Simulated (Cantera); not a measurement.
Charge: 1 mol LiCl, 19 mol H₂O, 90 mol H₂, at 1975 K and 0.000900 Torr.

Equilibrium computed with Cantera from the NASA thermochemical tables; the gas is ideal and each condensed phase is pure. Candidate condensed phases: H₂O, Li, LiCl, LiH, LiOH, Li₂O; 25 gas species. The numbers say what is thermodynamically allowed, not how fast it happens.

### Question
What is the equilibrium state?

### Answer
```
Item                                   Result
----------------------------------  ---------
x(H)                                    0.628
x(H₂)                                   0.253
x(H₂O)                                 0.0631
x(O)                                   0.0273
x(OH)                                  0.0149
x(Li)                                 0.00521
x(Cl)                                 0.00341
x(O₂)                                 0.00295
x(HCl)                                0.00184
gas amount                          170.8 mol
log10 activity of Li(l) (absent)        -9.03
log10 activity of Li₂O(l) (absent)     -13.27
```
